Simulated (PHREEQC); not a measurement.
Model water analysis in mmol/kgw, 25 °C, pH 3.38, pe 12.6:

| constituent | mmol/kgw |
|---|---|
| Na | 6.26 |
| K | 0.778 |
| Ca | 11.7 |
| Mg | 0.0292 |
| Cl | 8.86 |
| S(6) | 11.2 |
| Al | 0.0132 |
| Pb | 0.145 |
| Zn | 0.0221 |

Valence states are taken as typed.

The numbers come from PHREEQC with the ion-association model, wateq4f.dat.

Each row changes one thing in this solution. This is a speciation only: nothing precipitates in the calculation.

```csv
case,ionic strength (mol/kgw),Ca+2 (mol/kgw),SO4-2 (mol/kgw),CaSO4 (mol/kgw),HSO4- (mol/kgw),NaSO4- (mol/kgw),SI of Gypsum (CaSO4:2H2O),SI of Anglesite (PbSO4)
as made,0.0409,0.00855,0.00764,0.00314,0.000181,0.000114,-0.22,+0.86
all concentrations times 4 at the same typed pH,0.144,0.0297,0.0256,…,…,…,+0.52,…
Zn from 0.0221 to 0.0111 mmol/kgw,0.0409,0.00855,0.00764,0.00314,…,0.000114,-0.22,+0.86
```

Complete the blanks.


- all concentrations times 4 at the same typed pH, CaSO4 (mol/kgw): 0.0170
- all concentrations times 4 at the same typed pH, HSO4- (mol/kgw): 0.000454
- all concentrations times 4 at the same typed pH, NaSO4- (mol/kgw): 0.00101
- all concentrations times 4 at the same typed pH, SI of Anglesite (PbSO4): +1.50
- Zn from 0.0221 to 0.0111 mmol/kgw, HSO4- (mol/kgw): 0.000182

Some of these states are supersaturated (in Anglesite, Gypsum, for instance).
